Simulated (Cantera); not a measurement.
Charge: 1 mol CaO, 35 mol HBr, a varied amount of N2, at 1127 °C and 13300 Pa.

Method: chemical equilibrium by Gibbs-energy minimisation in Cantera with the NASA 1993 tables (ideal gas, pure condensed phases). Candidate condensed phases: Br2, Ca, CaBr2, CaO, Ca(OH)2, H2O; 34 gas species. Equilibrium is a limit: real reactors are often held back by kinetics, nucleation or transport.

x: gas mole fraction; n: condensed amount in mol.

```
n(N2) (mol)  x HBr   x N2   x H2O    x Br  x CaBr2  n CaBr2(l)
-----------  -----  -----  ------  ------  -------  ----------
4.8          0.811  0.121  0.0252  0.0166   0.0158       0.373
6.5          0.777  0.157  0.0241  0.0162   0.0158       0.346
8.8          0.735  0.201  0.0228  0.0156   0.0158  (withheld)
12           0.684  0.255  0.0212  0.0149   0.0158  (withheld)
16           0.629  0.313  0.0195  0.0141   0.0158  (withheld)
22           0.561  0.384  0.0175  0.0131   0.0158  (withheld)
30           0.491  0.459  0.0153  0.0120   0.0153  (withheld)
```

Task: Fill in the missing entries.

Result: 
- 8.8, n CaBr2(l): 0.309
- 12, n CaBr2(l): 0.257
- 16, n CaBr2(l): 0.193
- 22, n CaBr2(l): 0.0967
- 30, n CaBr2(l): 0
